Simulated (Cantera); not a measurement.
Input (Python, Cantera) and output of one run.

```python
import numpy as np
import cantera as ct

gas_names = """
    Ca CaCL CaCL2 Ca2 CL CL2 H HCL H2 N NH NH2 NH3 N2 N2H2 N2H4
""".split()
cond_names = """
    Ca(a) Ca(b) Ca(L) CaCL2(s) CaCL2(L) NH4CL(a) NH4CL(b)
""".split()


# ... load() reads the species with a 1 bar reference pressure and builds the phases ...
atoms = {
    'CaCl2': {'Ca': 1, 'CL': 2},
    'HCl': {'H': 1, 'CL': 1},
    'N2': {'N': 2},
}
top_T = {}  # K; cautious upper limits of use, not melting points


# ... equilibrate(T, P, feed) seeds the gas with the atoms and calls Mixture.equilibrate('TP', solver="vcs", rtol=1e-11, max_steps=5000) ...
results = []
feed = {'CaCl2': 1, 'HCl': 2.5, 'N2': 200}  # mol
P = 133.322  # Pa
for T in [1375, 1475, 1575, 1675, 1775, 1875, 1975, 2075, 2175]:
    mix = equilibrate(T, P, feed)
    results.append((T, P, feed, dict(zip(mix.species_names, mix.species_moles))))
    x = sorted(zip(gas.X, gas.species_names), reverse=True)
    print(f"T = {T:g} K  P = {P:g} Pa  gas = {mix.phase_moles(0):.4g} mol")
    print("   x: " + "  ".join(f"{s} {v:.3e}" for v, s in x if v > 0.001))
    print("   condensed (mol): " + ("  ".join(f"{mix.phase(i).name} {mix.phase_moles(i):.4g}"
          for i in range(1, mix.n_phases) if mix.phase_moles(i) > 1e-12) or "none"))
```

Result:

```
T = 1375 K  P = 133.322 Pa  gas = 203.5 mol
   x: N2 9.827e-01  HCL 1.216e-02  CaCL2 4.914e-03
   condensed (mol): none
T = 1475 K  P = 133.322 Pa  gas = 203.5 mol
   x: N2 9.827e-01  HCL 1.199e-02  CaCL2 4.913e-03
   condensed (mol): none
T = 1575 K  P = 133.322 Pa  gas = 203.6 mol
   x: N2 9.825e-01  HCL 1.167e-02  CaCL2 4.912e-03
   condensed (mol): none
T = 1675 K  P = 133.322 Pa  gas = 203.6 mol
   x: N2 9.822e-01  HCL 1.110e-02  CaCL2 4.909e-03  CL 1.176e-03
   condensed (mol): none
T = 1775 K  P = 133.322 Pa  gas = 203.7 mol
   x: N2 9.817e-01  HCL 1.021e-02  CaCL2 4.901e-03  CL 2.064e-03
   condensed (mol): none
T = 1875 K  P = 133.322 Pa  gas = 203.9 mol
   x: N2 9.808e-01  HCL 8.950e-03  CaCL2 4.876e-03  CL 3.339e-03  H2 1.328e-03
   condensed (mol): none
T = 1975 K  P = 133.322 Pa  gas = 204.2 mol
   x: N2 9.795e-01  HCL 7.338e-03  CL 5.006e-03  CaCL2 4.805e-03  H2 1.684e-03  H 1.538e-03
   condensed (mol): none
T = 2075 K  P = 133.322 Pa  gas = 204.6 mol
   x: N2 9.777e-01  CL 7.026e-03  HCL 5.533e-03  CaCL2 4.599e-03  H 3.093e-03  H2 1.797e-03
   condensed (mol): none
T = 2175 K  P = 133.322 Pa  gas = 205.1 mol
   x: N2 9.750e-01  CL 9.461e-03  H 5.266e-03  CaCL2 4.043e-03  HCL 3.820e-03  H2 1.551e-03
   condensed (mol): none
```

Equilibrium computed with Cantera from the NASA thermochemical tables; the gas is ideal and each condensed phase is pure.
